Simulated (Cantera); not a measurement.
Cantera with NASA thermochemical tables; ideal gases at 1 bar, condensed phases pure. Values are per mole of reaction as written; species without (g) are pure solids or liquids, kept so even where they would boil at 1 bar.

2 CrO3(g) + NO2(g) ⇌ 4 O2(g) + Cr2N, with ΔH° = 426.1 kJ and ΔS° = 113.2 J/K at 300 K.

Question: How far is the shortcut ΔG° ≈ ΔH°(300 K) − T·ΔS°(300 K) from the full temperature-dependent value at 550, 625, 700, 775, 850, 925, 1000, 1075, 1150, 1225, 1300 K?

Answer: 
| T (K) | shortcut (kJ) | full (kJ) | difference (kJ) | difference in log10 K |
|---|---|---|---|---|
| 550 | 363.9 | 361.5 | 2.3 | -0.22 |
| 625 | 355.4 | 351.8 | 3.6 | -0.30 |
| 700 | 346.9 | 342.0 | 4.9 | -0.37 |
| 775 | 338.4 | 332.0 | 6.4 | -0.43 |
| 850 | 329.9 | 321.9 | 8.1 | -0.50 |
| 925 | 321.4 | 311.6 | 9.8 | -0.55 |
| 1000 | 312.9 | 301.3 | 11.6 | -0.61 |
| 1075 | 304.5 | 290.9 | 13.6 | -0.66 |
| 1150 | 296.0 | 280.3 | 15.6 | -0.71 |
| 1225 | 287.5 | 269.7 | 17.8 | -0.76 |
| 1300 | 279.0 | 258.9 | 20.1 | -0.81 |
The shortcut ignores the heat-capacity change of the reaction.
